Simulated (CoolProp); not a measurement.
R13 along the isotherm 176.85 °C: density (kg/m³) from the reference equation and from simpler models built on Tc = 29.9 °C, pc = 3.973 MPa, ω = 0.175; each cubic takes its own stable root.

The numbers come from the reference Helmholtz-energy equation of state, Platzer 1990 in CoolProp. This equation is an older, rougher fit; its heat capacities, sound speeds and derivatives of the liquid may be far off and weren't checked against measurements.

```
p (MPa)          phase  reference
-------  -------------  ---------
0.621              gas      17.56
1.24               gas      35.51
1.86               gas      53.95
2.48               gas      72.85
3.1                gas      92.23
3.72               gas      112.1
4.35     supercritical      132.7
4.97     supercritical      153.5
5.59     supercritical      174.7
6.21     supercritical      196.2
6.83     supercritical      218.1
7.45     supercritical      240.3
8.07     supercritical      262.7
8.69     supercritical      285.3
9.31     supercritical      307.9
9.93     supercritical      330.5
```

Task: How far does each simpler model (van der Waals, Redlich-Kwong, Soave-Redlich-Kwong, Peng-Robinson) lie from the reference over these 16 states: mean and median of the absolute difference, and the worst?

Result: 
- van der Waals: mean 5.7 %, median 5.4 %, worst +11.4 % at 176.85 °C and 9.93 MPa
- Redlich-Kwong: mean 2.6 %, median 2.7 %, worst +4.5 % at 176.85 °C and 9.93 MPa
- Soave-Redlich-Kwong: mean 1.5 %, median 1.4 %, worst -3.3 % at 176.85 °C and 9.93 MPa
- Peng-Robinson: mean 1.3 %, median 1.4 %, worst +1.6 % at 176.85 °C and 6.21 MPa
